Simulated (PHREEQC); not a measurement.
Solution (25 °C): 0.035 mol CuSO4 and 0.1 mol H2SO4 per kg of water. Closed to the air; pH follows from the charge balance.

Equilibrium calculation in PHREEQC: ion-association model, phreeqc.dat.

### Question
The ionic strength comes out as 0.204 mol/kgw. What activity coefficients do SO4-2, H+, HSO4-, Cu+2 get?

### Answer
SO4-2 0.29, H+ 0.80, HSO4- 0.75, Cu+2 0.33.

Precipitation was switched off in this run.
